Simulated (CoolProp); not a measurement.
Properties of R124 along the isotherm 470 K (Tc = 395.4 K, pc = 36.24 bar, ω = 0.288).

Values from CoolProp's reference Helmholtz-energy equation of state, de Vries 1995.

| p (bar) | phase | Joule-Thomson coefficient (K/MPa) | expansivity (1/kK) | viscosity (µPa s) | Prandtl number |
|---|---|---|---|---|---|
| 0.0573 | gas | 5.586 | 2.130 | 20.1 | 0.668 |
| 0.102 | gas | 5.588 | 2.132 | 20.1 | 0.668 |
| 0.181 | gas | 5.590 | 2.135 | 20.1 | 0.668 |
| 0.322 | gas | 5.593 | 2.140 | 20.1 | 0.668 |
| 0.573 | gas | 5.600 | 2.150 | 20.1 | 0.668 |
| 1.02 | gas | 5.612 | 2.168 | 20.1 | 0.668 |
| 1.81 | gas | ___ | 2.201 | 20.1 | 0.668 |
| 3.22 | gas | 5.671 | 2.260 | 20.1 | 0.668 |
| 5.73 | gas | ___ | 2.371 | 20.2 | 0.669 |
| 10.2 | gas | 5.864 | ___ | 20.2 | 0.672 |
| 18.1 | gas | 6.087 | 3.042 | ___ | ___ |

**Question.** Fill in the missing entries.

**Answer.** 
- 1.81, Joule-Thomson coefficient (K/MPa): 5.633
- 5.73, Joule-Thomson coefficient (K/MPa): 5.740
- 10.2, expansivity (1/kK): 2.588
- 18.1, viscosity (µPa s): 20.4
- 18.1, Prandtl number: 0.683

Viscosity comes from a separate model (Bell 2016), an estimate that may be off by 10 % or more. Thermal conductivity comes from a separate model (Huber 2003), an estimate that may be off by 10 % or more.
